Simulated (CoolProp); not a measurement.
Nitrogen along the isotherm 131.8 K: density (kg/m³) from the reference equation and from simpler models built on Tc = 126.2 K, pc = 33.96 bar, ω = 0.037; each cubic takes its own stable root.

The numbers come from the reference Helmholtz-energy equation of state, Span 2000 in CoolProp.

| p (bar) | phase | reference | ideal gas | van der Waals | Redlich-Kwong | Soave-Redlich-Kwong | Peng-Robinson |
|---|---|---|---|---|---|---|---|
| 15.4 | gas | 46.11 | 39.37 | 45.56 | 46.29 | 46.26 | 47.13 |
| 30.9 | gas | 120.8 | 78.99 | 118.3 | 121.4 | 121.1 | 126.4 |
| 46.3 | supercritical | 380.4 | 118.4 | 325.2 | 340.7 | 336.8 | 364.2 |
| 61.7 | supercritical | 483.9 | 157.7 | 382.8 | 440.8 | 438.9 | 482.6 |
| 77.2 | supercritical | 523.7 | 197.3 | 411.9 | 488.3 | 486.9 | 537.8 |
| 92.6 | supercritical | 549.6 | 236.7 | 432.0 | 520.7 | 519.6 | 575.1 |
| 108 | supercritical | 569.3 | 276.1 | 447.5 | 545.9 | 544.8 | 603.8 |
| 123 | supercritical | 584.9 | 314.4 | 459.9 | 566.0 | 565.1 | 626.8 |
| 139 | supercritical | 599.0 | 355.3 | 471.1 | 584.3 | 583.5 | 647.6 |
| 154 | supercritical | 610.6 | 393.7 | 480.2 | 599.3 | 598.5 | 664.5 |
| 170 | supercritical | 621.6 | 434.6 | 488.8 | 613.5 | 612.7 | 680.4 |
